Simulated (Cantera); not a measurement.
A freely propagating, adiabatic, planar premixed flame of H₂ : O₂ : N₂ = 1 : 0.357 : 1.34 (molar parts), equivalence ratio 1.4, unburnt at 523 K and 4800 Torr; multicomponent+Soret transport, grid criteria slope 0.08 and curve 0.16, no radiation.

Detailed kinetics in Cantera: the H2/O2 subset of GRI-Mech 3.0, which has no nitrogen chemistry. The hydrogen kinetics of GRI-Mech 3.0 are dated; newer H2 mechanisms differ, most at raised pressure. Burning velocities carry a grid error of a few per cent, more on coarse grids.

x: mole fraction of selected species; z is measured from the peak of heat release.

| z (mm) | T (K) | u (m/s) | x H₂ | x O₂ | x H | x O | x HO₂ | x H₂O₂ |
|---|---|---|---|---|---|---|---|---|
| -0.114 | 523 | 6.46 | 0.371 | 0.132 | <1e-8 | <1e-8 | <1e-8 | <1e-8 |
| -0.0760 | 523 | 6.46 | 0.371 | 0.132 | <1e-8 | <1e-8 | <1e-8 | <1e-8 |
| -0.0570 | 523 | 6.46 | 0.370 | 0.132 | <1e-8 | <1e-8 | 4.57e-8 | <1e-8 |
| -0.0380 | 524 | 6.45 | 0.368 | 0.133 | <1e-8 | 4.75e-8 | 1.64e-6 | 5.60e-8 |
| -0.0190 | 571 | 6.75 | 0.337 | 0.138 | 3.15e-5 | 8.91e-6 | 0.000504 | 2.13e-5 |
| -0.00949 | 882 | 10.0 | 0.292 | 0.130 | 0.00293 | 0.000302 | 0.00100 | 9.97e-5 |
| 0 | 1355 | 15.1 | 0.223 | 0.0935 | 0.0188 | 0.00238 | 0.000440 | 3.23e-5 |
| 0.00949 | 1694 | 18.8 | 0.155 | 0.0463 | 0.0376 | 0.00447 | 0.000190 | 4.89e-6 |
| 0.0190 | [?] | 20.7 | [?] | [?] | [?] | 0.00446 | [?] | [?] |
| 0.0380 | 2047 | 22.5 | 0.107 | [?] | [?] | [?] | [?] | [?] |
| 0.0760 | 2194 | 23.9 | 0.108 | 0.00254 | 0.0296 | 0.00208 | 8.81e-6 | 8.58e-7 |
| 0.152 | 2311 | 25.0 | 0.110 | 0.00124 | 0.0195 | 0.00101 | 4.07e-6 | 5.07e-7 |
| 0.304 | 2392 | 25.7 | 0.112 | 0.000517 | 0.0120 | 0.000418 | 1.57e-6 | 2.81e-7 |

Q: Complete the blanks.

A: 
- 0.0190, T (K): 1877
- 0.0190, x H₂: 0.121
- 0.0190, x O₂: 0.0198
- 0.0190, x H: 0.0447
- 0.0190, x HO₂: 7.56e-5
- 0.0190, x H₂O₂: 2.80e-6
- 0.0380, x O₂: 0.00593
- 0.0380, x H: 0.0407
- 0.0380, x O: 0.00343
- 0.0380, x HO₂: 2.12e-5
- 0.0380, x H₂O₂: 1.53e-6
